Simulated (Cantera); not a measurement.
# Gas-phase reforming

An isothermal, constant-pressure homogeneous reactor starts with CH₄ : H₂O : H₂ : N₂ = 1 : 3.5 : 0.23 : 0.3 (molar parts), at 1300 K and 100000 Pa.

Computed with Cantera and GRI-Mech 3.0 (53 species, 325 reactions).

```tsv
t (s)	x CH₄	x H₂O	x H₂	x C₂H₆	x OH
0.000600	0.199	0.696	0.0457	3.38e-8	3.95e-9
0.00165	0.199	0.696	0.0457	5.27e-7	8.67e-9
0.00452	0.199	0.696	0.0457	3.89e-6	1.16e-8
0.0124	0.199	0.696	0.0457	1.42e-5	1.25e-8
0.0340	0.199	0.696	0.0458	3.98e-5	1.42e-8
0.0933	0.199	0.696	0.0459	8.93e-5	1.71e-8
0.256	0.198	0.696	0.0463	0.000134	1.93e-8
0.703	0.197	0.695	0.0478	0.000139	1.96e-8
1.93	0.193	0.693	0.0521	0.000131	1.94e-8
5.29	0.183	0.687	0.0638	0.000113	1.90e-8
14.5	0.161	0.674	0.0906	8.58e-5	1.86e-8
39.8	0.125	0.647	0.138	7.83e-5	2.02e-8
109	0.110	0.606	0.183	8.55e-5	2.04e-8
300	0.107	0.557	0.227	6.58e-5	1.68e-8
```
x: mole fraction; the columns are a selection and need not sum to one.

Equilibrium at this temperature and pressure: CH₄ 2.82e-6, H₂O 0.318, H₂ 0.497, C₂H₆ <1e-12, OH 6.55e-9 (gas phase only).
